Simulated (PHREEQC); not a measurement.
Synthetic water in mg/L, 75 °C, pH 1.88, pe 10.5:

```
constituent  mg/L
-----------  ----
Na           2210
K            5.88
Ca           82.2
Mg            383
Cl           1270
S(6) as SO4  5680
F             1.9
Al           9.76
Cu(2)        33.2
```

Valence states are taken as typed.

Computed with PHREEQC (ion-association model, phreeqc.dat).

No solid was allowed to form.

### Question
Predict the ionic strength, specific conductance.

### Answer
ionic strength 0.142 mol/kgw; specific conductance 33300 µS/cm.

### Question
In which forms is Mg present?

### Answer
MgSO4 53 %, Mg+2 47 % of the Mg.

Complexes and solids missing from the database can't appear. Away from 25 °C the constants follow the database's enthalpies or fits; those with neither stay at their 25 °C values. Fluoro complexes past AlF4- and FeF3 are missing from the database.
